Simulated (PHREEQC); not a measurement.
A solution holds 0.0038 mol/kgw CaSO4, 0.0057 mol/kgw Na2HPO4 and 0.00039 mol/kgw NaCl, at 20 °C. Closed to the air; pH follows from the charge balance.

The numbers come from PHREEQC with the ion-association model, phreeqc.dat.

| quantity | before | after |
|---|---|---|
| pH | 8.08 | 9.36 |
| ionic strength (mol/kgw) | 0.0246 | 0.0173 |
| HPO4-2 (mol/kgw) | 0.00380 | 0.00558 |
| H2PO4- (mol/kgw) | 0.000339 | 2.79e-5 |
| NaHPO4- (mol/kgw) | 4.81e-5 | 7.68e-5 |
| PO4-3 (mol/kgw) | 4.07e-7 | 1.01e-5 |

Q: Name the change that produced these shifts.
A. CaSO4 left out
B. diluted 100-fold with water
C. 0.00015 mol/kgw HF added
D. diluted 2-fold with water
E. NaCl left out

A: A, CaSO4 left out

No solid was allowed to form. Some of these states are supersaturated (in Hydroxyapatite, for instance).
